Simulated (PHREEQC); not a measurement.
Solution (30 °C): 0.12 mol KH2PO4 and 0.0018 mol H2SO4 per kg of water. Closed to the air; pH follows from the charge balance.

The numbers come from PHREEQC with the ion-association model, wateq4f.dat.

Problem. The ionic strength comes out as 0.121 mol/kgw. What activity coefficients do SO4-2, H+, KSO4-, KHPO4-, K+ get?

Solution. SO4-2 0.35, H+ 0.82, KSO4- 0.77, KHPO4- 0.77, K+ 0.75.

Precipitation was switched off in this run. Species that the database lacks are ignored. H3PO4, which wateq4f.dat lacks, is added to it with the constant of phreeqc.dat.
